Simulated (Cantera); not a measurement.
Feed: 1 mol B₂O₃, 150 mol H₂, 5.2 mol N₂, 1.9 mol NH₃, equilibrated at 2025 °C and 0.470 bar.

Equilibrium computed with Cantera from the NASA thermochemical tables; the gas is ideal and each condensed phase is pure. Candidate condensed phases: B, BN, B₂O₃, B₃O₃H₃, H₂O; 39 gas species. The numbers say what is thermodynamically allowed, not how fast it happens.

Base state: H₂ 0.933, N₂ 0.0382, H 0.0135, HBO 0.00806, H₂O 0.00365, HBO₂ 0.00231, BO 0.00131, B₂O₃ 0.000231 (mole fractions); condensed: gas only.

Problem. What changes in the equilibrium state with this change: pressure from 0.470 bar to 1.00 mbar?

Solution. 
```tsv
species	before	after
H₂	0.933	0.698
H	0.0135	0.253
N₂	0.0382	0.0334
BO	0.00131	0.00793
O	8.39e-8	6.03e-5
OH	8.49e-6	0.000244
B₂O₂	0.000129	1.00e-5
```
